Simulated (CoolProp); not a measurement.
Vapour-liquid equilibrium of isohexane (1) + n-hexane (2) at 458.9 K; x and y are mole fractions of (1).

The numbers come from the multi-fluid Helmholtz-energy mixture model, Lemmon 2006 and Thol 2019; pair parameters Bell 2016 in CoolProp.

```csv
x,"bubble pressure, mixture model (kPa)","bubble pressure, Raoult's law (kPa)","y, mixture model","y, Raoult's law"
0.05,1447,1446,0.055,0.058
0.125,1467,1465,0.137,0.144
0.2,1487,1483,0.217,0.227
0.275,1506,1502,0.296,0.308
0.35,1526,1521,0.373,0.387
0.425,1545,1539,0.449,0.464
0.5,1564,1558,0.524,0.540
0.575,1583,1577,0.598,0.614
0.65,1601,1595,0.670,0.685
0.725,1620,1614,0.742,0.756
0.8,1637,1633,0.813,0.824
0.875,1655,1651,0.884,0.891
0.95,1671,1670,0.954,0.957
```

The largest gap from Raoult's law is +0.4 % in bubble pressure, at x = 0.575. No azeotrope shows between x = 0.05 and 0.95.

The pair parameters rest on a limited set of measurements; away from them the model extrapolates.
